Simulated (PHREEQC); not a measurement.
# Copper plating or etch bath: speciation

Dissolve 0.08 mol/kgw Cu(NO3)2, 0.1 mol/kgw HNO3 and 6.3e-05 mol/kgw FeCl3 at 25 °C. Closed to the air; pH follows from the charge balance.

Model: ion-association model, phreeqc.dat, run in PHREEQC.

This is a speciation only: nothing precipitates in the calculation.

**Question.** Predict the pH, specific conductance, activity of water.

**Answer.** pH 1.11; specific conductance 44900 µS/cm; activity of water 0.993.

**Question.** In which forms is Cl present?

**Answer.** Cl- 94 %, CuCl+ 5.7 % of the Cl.

Saturation is exceeded, for instance for Hematite (slow to form); the values hold only as long as no solid forms.
